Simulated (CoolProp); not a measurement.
The fluid at 293.15 K and 15 MPa is throttled through a valve to 7.72 MPa with no heat exchange. The same conditions are run with several fluids, on thermodynamics alone (safety and materials aside).

The numbers come from the reference Helmholtz-energy equation of state of each fluid (ethylene: Smukala 2000; normal hydrogen: Leachman 2009; methane: Setzmann 1991; nitrogen: Span 2000; oxygen: Schmidt 1985) in CoolProp.

Rank ethylene, normal hydrogen, methane, nitrogen, oxygen by temperature change (K), highest first.

normal hydrogen (+2.6), ethylene (-7.2), nitrogen (-10.1), oxygen (-15.4), methane (-24.5)

```csv
fluid,final density (kg/m³)
ethylene,345
normal hydrogen,6.05
methane,68.2
nitrogen,92.8
oxygen,114
```
